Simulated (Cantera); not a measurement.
## Fe + CO₂ + H₂ (metals in furnace atmospheres)

A closed system holds: 1 mol Fe, 0.038 mol CO₂, 280 mol H₂, equilibrated at 2200 Pa.

Method: chemical equilibrium by Gibbs-energy minimisation in Cantera with the NASA 1993 tables (ideal gas, pure condensed phases). Candidate condensed phases: C, C₆H₆, C₇H₈, C₈H₁₈, Fe, Fe(CO)₅, FeO, Fe(OH)₂, Fe(OH)₃, Fe₂O₃, Fe₃O₄, H₂O; 114 gas species. Rates play no part.

| T (°C) | x H₂ | x H₂O | x CO | x CH₄ | x H | x Fe | x CO₂ | n Fe(α) | n Fe(γ) |
|---|---|---|---|---|---|---|---|---|---|
| 525 | 1.000 | 0.000269 | 2.18e-6 | 0.000134 | 1.80e-11 | <1e-12 | 2.51e-9 | 1.00 | 0 |
| 600 | 1.000 | 0.000243 | 2.83e-5 | 0.000107 | 3.15e-10 | <1e-12 | 1.84e-8 | 1.00 | 0 |
| 675 | 1.000 | 0.000178 | 9.35e-5 | 4.22e-5 | 3.53e-9 | <1e-12 | 3.01e-8 | 1.00 | 0 |
| 750 | 1.000 | 0.000144 | 0.000127 | 8.73e-6 | 2.79e-8 | 2.04e-12 | 2.40e-8 | 1.00 | 0 |
| 825 | 1.000 | 0.000137 | 0.000134 | 1.59e-6 | 1.67e-7 | 5.29e-11 | 1.83e-8 | 1.00 | 0 |
| 900 | 1.000 | 0.000136 | 0.000135 | 3.32e-7 | 7.95e-7 | 8.92e-10 | 1.45e-8 | 1.00 | 0 |
| 975 | 1.000 | 0.000136 | 0.000136 | 8.28e-8 | 3.15e-6 | 1.06e-8 | 1.18e-8 | 0 | 1.000 |
| 1050 | 1.000 | 0.000136 | 0.000136 | 2.41e-8 | 1.07e-5 | 9.45e-8 | 9.93e-9 | 0 | 1.000 |
| 1125 | 1.000 | 0.000136 | 0.000136 | 8.00e-9 | 3.19e-5 | 6.63e-7 | 8.52e-9 | 0 | 1.000 |
| 1200 | 1.000 | 0.000136 | 0.000136 | 2.97e-9 | 8.53e-5 | 3.80e-6 | 7.44e-9 | 0 | 0.999 |
x: gas mole fraction; n: condensed amount in mol.

From 525 °C to 900 °C the condensed part is Fe(α). From 975 °C to 1200 °C the condensed part is Fe(γ).
